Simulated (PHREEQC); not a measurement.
## Leach liquor (model solution)

Solution (30 °C): 0.08 mol H2SO4, 0.0525 mol LiCl and 7.1e-05 mol MnSO4 per kg of water. Closed to the air; pH follows from the charge balance.

Model: ion-association model, wateq4f.dat, run in PHREEQC.

- pH: 1.10
- ionic strength: 0.167 mol/kgw
- total alkalinity: -160 meq/kg

```tsv
species	molality	activity	log γ
H+	0.0983	0.0790	-0.095
HSO4-	0.0617	0.0456	-0.131
Cl-	0.0525	0.0380	-0.140
Li+	0.0513	0.0392	-0.116
SO4-2	0.0172	0.00531	-0.509
LiSO4-	0.00121	0.000910	-0.126
Mn+2	5.02e-5	1.72e-5	-0.465
MnSO4	1.72e-5	1.79e-5	0.017
MnCl+	3.56e-6	2.66e-6	-0.126
MnCl2	4.25e-8	4.42e-8	0.017
```

This is a speciation only: nothing precipitates in the calculation.
